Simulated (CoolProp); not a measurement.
Methane along the isotherm 161.9 K: Z from the reference equation and from simpler models built on Tc = 190.6 K, pc = 4599 kPa, ω = 0.011; each cubic takes its own stable root.

The numbers come from the reference Helmholtz-energy equation of state, Setzmann 1991 in CoolProp.

```tsv
p (kPa)	phase	reference	Redlich-Kwong	Soave-Redlich-Kwong	Peng-Robinson
36.4	gas	0.9958	0.9957	0.9957	0.9954
82.7	gas	0.9903	0.9902	0.9903	0.9895
188	gas	0.9777	0.9775	0.9777	0.9759
429	gas	0.9478	0.9475	0.9478	0.9438
975	gas	?	?	0.8740	0.8650
2220	liquid	0.07927	?	?	0.07481
5050	liquid	?	?	0.1839	0.1631
11500	liquid	0.3822	0.3907	?	0.3487
```

**Question.** Complete the blanks.

**Answer.** 
- 975, reference: 0.8727
- 975, Redlich-Kwong: 0.8732
- 2220, Redlich-Kwong: 0.08414
- 2220, Soave-Redlich-Kwong: 0.08464
- 5050, reference: 0.1754
- 5050, Redlich-Kwong: 0.1831
- 11500, Soave-Redlich-Kwong: 0.3919
